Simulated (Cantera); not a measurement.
Input: 1 mol c-C4F8, 0.056 mol HCl, equilibrated at 9.75 Torr.

Equilibrium computed with Cantera from the NASA thermochemical tables; the gas is ideal and each condensed phase is pure. Candidate condensed phases: C, C6H6, C7H8, C8H18; 118 gas species. The feed counts by its element totals alone. Gases not in the tables: C2F6 and larger saturated fluorocarbons. Kinetics and transport are ignored.

x: gas mole fraction; n: condensed amount in mol.

| T (K) | x CF4 | x HF | x Cl | x HCl | x Cl2 | x CClF3 | n C(graphite) |
|---|---|---|---|---|---|---|---|
| 900 | 0.961 | 0.0184 | 5.26e-5 | 0.00870 | 0.00657 | 0.00517 | 2.01 |
| 1000 | 0.959 | 0.0216 | 0.000305 | 0.00551 | 0.00800 | 0.00523 | 2.01 |
| 1100 | 0.958 | 0.0236 | [?] | [?] | 0.00862 | 0.00506 | 2.01 |
| 1200 | 0.956 | 0.0248 | [?] | [?] | 0.00818 | [?] | 2.01 |
| 1300 | 0.954 | 0.0256 | 0.00874 | 0.00135 | 0.00645 | 0.00396 | 2.01 |
| 1400 | 0.951 | 0.0261 | 0.0155 | 0.000753 | 0.00385 | 0.00294 | 2.01 |
| 1500 | 0.948 | 0.0264 | 0.0211 | 0.000376 | 0.00170 | 0.00189 | 2.01 |
| 1600 | 0.945 | 0.0265 | 0.0241 | 0.000177 | 0.000628 | 0.00112 | 2.01 |

Complete the blanks.


- 1200, x Cl: 0.00375
- 1200, x HCl: 0.00221
- 1200, x CClF3: 0.00467
- 1100, x Cl: 0.00123
- 1100, x HCl: 0.00350
